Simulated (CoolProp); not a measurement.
The fluid at 362.41 K and 3.21 MPa flows at 2 m/s in a round tube of 1 mm bore and 15 µm roughness, fully developed (64/Re and Nu = 3.66 if laminar; Colebrook and Gnielinski if turbulent). The same conditions are run with several fluids, on thermodynamics alone (safety and materials aside).

Model: reference Helmholtz-energy equation of state of each fluid (CF4 (R14): Platzer 1990; R410A: Lemmon 2003; sulfur hexafluoride: Guder 2009; R125: Lemmon 2005), in CoolProp. The equations of Platzer and Polt are older, rougher fits. Blends and air are pseudo-pure fits.

```csv
fluid,Reynolds number,Darcy friction factor,pressure drop (Pa/m),heat-transfer coefficient (W/(m² K)),mass flow (kg/h)
CF4 (R14),[?],0.0483,9530,1010,0.557
R410A,11600,[?],9520,[?],0.568
sulfur hexafluoride,19100,0.0460,[?],2080,[?]
R125,19700,0.0459,[?],2410,1.02
```

**Question.** Fill in the missing entries.

**Answer.** 
- CF4 (R14), Reynolds number: 9050
- R410A, Darcy friction factor: 0.0474
- R410A, heat-transfer coefficient (W/(m² K)): 1360
- sulfur hexafluoride, pressure drop (Pa/m): 18100
- sulfur hexafluoride, mass flow (kg/h): 1.11
- R125, pressure drop (Pa/m): 16600

Transport values come from each fluid's own correlations; those of CF4 (R14) are estimates that may be off by 10 % or more.
